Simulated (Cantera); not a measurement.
What does this Cantera script print?

```python
import numpy as np
import cantera as ct

gas = ct.Solution("gri30.yaml")
gas.TPX = 1373, 500000, {'CH4': 1, 'CO2': 0.16}
reactor = ct.IdealGasConstPressureReactor(gas, energy="off", clone=False)
net = ct.ReactorNet([reactor])
net.rtol, net.atol = 1e-08, 1e-18
show = ['CH4', 'CO2', 'H2O2', 'CO', 'H2', 'C2H4', 'H2O']
times = np.geomspace(0.0005, 40, 11)

steps = ct.SolutionArray(gas, extra=["t"])
rows = []
print(f"{'t/s':>10s}{'T/K':>9s}{'P/Pa':>11s}" + "".join(f"{s:>11s}" for s in show))
for t in times:
    while net.time < t:
        t_next = net.step()
        steps.append(gas.state, t=t_next)
    rows.append([np.interp(t, steps.t, y) for y in (steps.T, steps.P, *steps(*show).X.T)])
    print(f"{t:10.3e}{rows[-1][0]:9.1f}{rows[-1][1]:11.4g}" + "".join(f"{x:11.3e}" for x in rows[-1][2:]))
rate = np.gradient(steps.T, steps.t)
print("integrator steps:", len(steps.t))
if steps.T.max() > steps.T[0] + 200:
    print(f"time of steepest temperature rise: {steps.t[rate.argmax()]:.4e} s")
gas.TPX = 1373, 500000, {'CH4': 1, 'CO2': 0.16}
gas.equilibrate("TP")
print(f"equilibrium (TP): T = {gas.T:.1f} K  " + "  ".join(f"{s} {gas[s].X[0]:.3e}" for s in show))
```

It prints:

```
       t/s      T/K       P/Pa        CH4        CO2       H2O2         CO         H2       C2H4        H2O
 5.000e-04   1373.0      5e+05  8.620e-01  1.379e-01  1.739e-21  6.702e-08  4.567e-05  1.635e-06  5.989e-08
 1.546e-03   1373.0      5e+05  8.618e-01  1.379e-01  1.909e-21  2.271e-07  1.456e-04  8.157e-06  1.971e-07
 4.782e-03   1373.0      5e+05  8.612e-01  1.379e-01  2.550e-21  8.568e-07  4.804e-04  4.995e-05  7.184e-07
 1.479e-02   1373.0      5e+05  8.590e-01  1.379e-01  5.428e-21  4.321e-06  1.768e-03  3.870e-04  3.562e-06
 4.573e-02   1373.0      5e+05  8.507e-01  1.375e-01  2.086e-20  3.253e-05  7.392e-03  2.502e-03  2.869e-05
 1.414e-01   1373.0      5e+05  8.224e-01  1.355e-01  1.259e-19  2.947e-04  2.835e-02  7.999e-03  2.806e-04
 4.373e-01   1373.0      5e+05  7.437e-01  1.280e-01  1.292e-18  2.529e-03  8.734e-02  1.598e-02  2.486e-03
 1.352e+00   1373.0      5e+05  5.919e-01  1.033e-01  3.225e-17  1.803e-02  1.859e-01  4.267e-02  1.782e-02
 4.183e+00   1373.0      5e+05  4.732e-01  4.284e-02  6.041e-16  7.263e-02  2.219e-01  6.551e-02  6.999e-02
 1.293e+01   1373.0      5e+05  4.531e-01  1.919e-02  8.937e-16  1.013e-01  2.221e-01  6.561e-02  8.459e-02
 4.000e+01   1373.0      5e+05  4.553e-01  1.683e-02  5.406e-16  1.196e-01  2.358e-01  5.880e-02  6.779e-02
integrator steps: 1461
equilibrium (TP): T = 1373.0 K  CH4 4.348e-01  CO2 2.604e-06  H2O2 6.134e-24  CO 2.024e-01  H2 3.146e-01  C2H4 3.011e-02  H2O 8.333e-06
```

Computed with Cantera and GRI-Mech 3.0 (53 species, 325 reactions). GRI-Mech 3.0 stops at C3 and has no aromatics, soot or wall deposition, so with more carbon than oxygen in the feed, carbon stays in small species such as C2H2 where larger ones or solid carbon would form.
